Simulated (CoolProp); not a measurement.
Vapour pressure (kPa) of hydrogen chloride: the reference equation beside estimates from Tc = 51.5 °C, pc = 8314 kPa, ω = 0.130.

Computed with CoolProp (reference Helmholtz-energy equation of state, Thol 2018).

```json
[
 {"T (°C)": "-103.55", "reference": "31.04", "Lee-Kesler": "28.25", "van der Waals": "308.9", "Soave-Redlich-Kwong": "28.43"},
 {"T (°C)": "-101.05", "reference": "37.01", "Lee-Kesler": "33.90", "van der Waals": "339.5", "Soave-Redlich-Kwong": "34.10"},
 {"T (°C)": "-98.45", "reference": "44.17", "Lee-Kesler": "40.71", "van der Waals": "373.6", "Soave-Redlich-Kwong": "40.94"},
 {"T (°C)": "-95.85", "reference": "52.42", "Lee-Kesler": "48.61", "van der Waals": "410.1", "Soave-Redlich-Kwong": "48.87"},
 {"T (°C)": "-93.35", "reference": "61.48", "Lee-Kesler": "57.33", "van der Waals": "447.4", "Soave-Redlich-Kwong": "57.61"},
 {"T (°C)": "-90.75", "reference": "72.19", "Lee-Kesler": "67.70", "van der Waals": "488.6", "Soave-Redlich-Kwong": "68.00"},
 {"T (°C)": "-88.15", "reference": "84.34", "Lee-Kesler": "79.53", "van der Waals": "532.5", "Soave-Redlich-Kwong": "79.84"},
 {"T (°C)": "-85.65", "reference": "97.52", "Lee-Kesler": "92.42", "van der Waals": "577.1", "Soave-Redlich-Kwong": "92.73"},
 {"T (°C)": "-83.05", "reference": "112.9", "Lee-Kesler": "107.5", "van der Waals": "626.2", "Soave-Redlich-Kwong": "107.8"},
 {"T (°C)": "-80.45", "reference": "130.1", "Lee-Kesler": "124.6", "van der Waals": "678.0", "Soave-Redlich-Kwong": "124.8"},
 {"T (°C)": "-77.95", "reference": "148.6", "Lee-Kesler": "142.9", "van der Waals": "730.6", "Soave-Redlich-Kwong": "143.1"},
 {"T (°C)": "-75.35", "reference": "169.9", "Lee-Kesler": "164.1", "van der Waals": "788.2", "Soave-Redlich-Kwong": "164.3"},
 {"T (°C)": "-72.75", "reference": "193.6", "Lee-Kesler": "187.7", "van der Waals": "848.7", "Soave-Redlich-Kwong": "187.8"},
 {"T (°C)": "-70.25", "reference": "218.7", "Lee-Kesler": "212.8", "van der Waals": "909.8", "Soave-Redlich-Kwong": "212.9"},
 {"T (°C)": "-67.65", "reference": "247.4", "Lee-Kesler": "241.6", "van der Waals": "976.5", "Soave-Redlich-Kwong": "241.7"}
]
```

Absolute difference from the reference over all 15 rows, mean and median: Lee-Kesler 5.4 and 5.2 %, van der Waals 529.9 and 491.8 %, Soave-Redlich-Kwong 5.1 and 4.9 %.
